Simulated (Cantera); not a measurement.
Thermodynamics of boron, boron nitride and boron oxide, feed B + H₂O + N₂

Feed: 1 mol B, 0.2 mol H₂O, 37 mol N₂, equilibrated at 6.80 mbar.

These are equilibrium values from Cantera (NASA tables, ideal gas, pure condensed phases), not measurements of a reactor. Candidate condensed phases: B, BN, B₂O₃, B₃O₃H₃, H₂O; 39 gas species. Rates play no part.

From 1352 °C to 2002 °C the condensed part is BN(s). The main B-bearing gas is B₂O₃ at 1352 °C and BO at 2002 °C. The share of B in condensed phases is highest at 1352 °C (85.2 %) and lowest at 2002 °C (76.2 %).

| T (°C) | x N₂ | x H | x H₂ | x BO | x B₂O₃ | x HBO | n BN(s) |
|---|---|---|---|---|---|---|---|
| 1352 | 0.992 | 6.05e-5 | 0.00500 | 0.000150 | 0.00118 | 0.000564 | 0.852 |
| 1402 | 0.992 | 9.88e-5 | 0.00492 | 0.000308 | 0.000981 | 0.000744 | 0.842 |
| 1452 | 0.992 | 0.000156 | 0.00483 | 0.000580 | 0.000718 | 0.000922 | 0.831 |
| 1502 | 0.992 | 0.000242 | 0.00473 | 0.000992 | 0.000446 | 0.00106 | 0.819 |
| 1552 | 0.991 | 0.000364 | 0.00465 | 0.00153 | 0.000230 | 0.00113 | 0.810 |
| 1602 | 0.991 | 0.000538 | 0.00458 | 0.00215 | 9.96e-5 | 0.00112 | 0.804 |
| 1652 | 0.990 | 0.000778 | 0.00450 | 0.00279 | 3.72e-5 | 0.00103 | 0.802 |
| 1702 | 0.990 | 0.00110 | 0.00440 | 0.00338 | 1.25e-5 | 0.000910 | 0.800 |
| 1752 | 0.989 | 0.00152 | 0.00426 | 0.00389 | 3.87e-6 | 0.000767 | 0.800 |
| 1802 | 0.989 | 0.00206 | 0.00406 | 0.00429 | 1.15e-6 | 0.000625 | 0.799 |
| 1852 | 0.988 | 0.00271 | 0.00379 | 0.00458 | 3.34e-7 | 0.000495 | 0.797 |
| 1902 | 0.988 | 0.00348 | 0.00346 | 0.00478 | 9.70e-8 | 0.000383 | 0.793 |
| 1952 | 0.987 | 0.00435 | 0.00307 | 0.00492 | 2.86e-8 | 0.000291 | 0.784 |
| 2002 | 0.986 | 0.00528 | 0.00263 | 0.00499 | 8.59e-9 | 0.000217 | 0.762 |
x: gas mole fraction; n: condensed amount in mol.
